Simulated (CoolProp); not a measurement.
Vapour-liquid equilibrium of carbon dioxide (1) + CH2F2 (R32) (2) at 1.01 MPa; x and y are mole fractions of (1).

The numbers come from the multi-fluid Helmholtz-energy mixture model, Span 1996 and Tillner-Roth 1997; pair parameters Bell 2016 in CoolProp.

```csv
x,"bubble temperature, mixture model (K)","bubble temperature, Raoult's law (K)","y, mixture model","y, Raoult's law"
0.05,275.6,275.3,0.151,0.182
0.125,269.5,269.0,0.337,0.385
0.2,264.1,263.6,0.482,0.531
0.275,259.3,259.0,0.594,0.639
0.35,255.1,254.9,0.680,0.721
0.425,251.5,251.4,0.748,0.784
0.5,248.3,248.2,0.802,0.834
0.575,245.4,245.3,0.847,0.874
0.65,242.8,242.8,0.883,0.907
0.725,240.5,240.4,0.914,0.934
0.8,238.3,238.3,0.941,0.956
0.875,236.4,236.3,0.965,0.975
0.95,234.5,234.4,0.987,0.991
```

The largest gap from Raoult's law is +0.5 K in bubble temperature, at x = 0.125. No azeotrope shows between x = 0.05 and 0.95.

The pair parameters rest on a limited set of measurements; away from them the model extrapolates.
